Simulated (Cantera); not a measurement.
Input (Python, Cantera):

```python
import numpy as np
import cantera as ct

gas = ct.Solution("gri30.yaml")


def delay(T, t_max=10):
    gas.TPX = T, 33000, {'CH4': 2.3, 'O2': 3.77, 'N2': 16.2}
    reactor = ct.IdealGasConstPressureReactor(gas, clone=False)
    net = ct.ReactorNet([reactor])
    net.rtol, net.atol = 1e-8, 1e-16
    while net.time < t_max:
        t_old, T_old = net.time, reactor.T
        net.step()
        if reactor.T > T + 400:  # ignition: a rise of 400 K
            return t_old + (T + 400 - T_old) / (reactor.T - T_old) * (net.time - t_old)
    return np.nan


taus = []
for T in [1275, 1375, 1475, 1575, 1675, 1775, 1875, 1975]:
    taus.append(delay(T))
    print(f"T0 = {T:6g} K   tau = {taus[-1]:.4e} s")
```

Output:

```
T0 =   1275 K   tau = 4.7603e-02 s
T0 =   1375 K   tau = 1.2935e-02 s
T0 =   1475 K   tau = 4.2119e-03 s
T0 =   1575 K   tau = 1.6571e-03 s
T0 =   1675 K   tau = 7.6347e-04 s
T0 =   1775 K   tau = 3.9490e-04 s
T0 =   1875 K   tau = 2.2259e-04 s
T0 =   1975 K   tau = 1.3414e-04 s
```

Computed with Cantera and GRI-Mech 3.0 (53 species, 325 reactions).
